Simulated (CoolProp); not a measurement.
Properties of carbonyl sulfide along the isobar 30700 kPa.

Model: reference Helmholtz-energy equation of state, Lemmon 2006, in CoolProp. It is a short technical equation, of lower accuracy than the large ones.

| T (°C) | phase | cp (kJ/(kg K)) | speed of sound (m/s) | expansivity (1/kK) |
|---|---|---|---|---|
| -18.35 | liquid | 1.153 | 1051 | 1.593 |
| 18.15 | liquid | 1.186 | 918.4 | 1.787 |
| 54.65 | liquid | 1.228 | 794.2 | 2.053 |
| 91.15 | liquid | 1.277 | 679.9 | 2.403 |
| 127.75 | supercritical | 1.328 | 578.4 | 2.838 |
| 164.25 | supercritical | 1.370 | 494.9 | 3.299 |
| 200.75 | supercritical | 1.385 | 433.1 | 3.646 |
| 237.25 | supercritical | 1.361 | 394.2 | 3.720 |
| 273.75 | supercritical | 1.307 | 374.4 | 3.513 |
| 310.25 | supercritical | 1.246 | 367.4 | 3.165 |
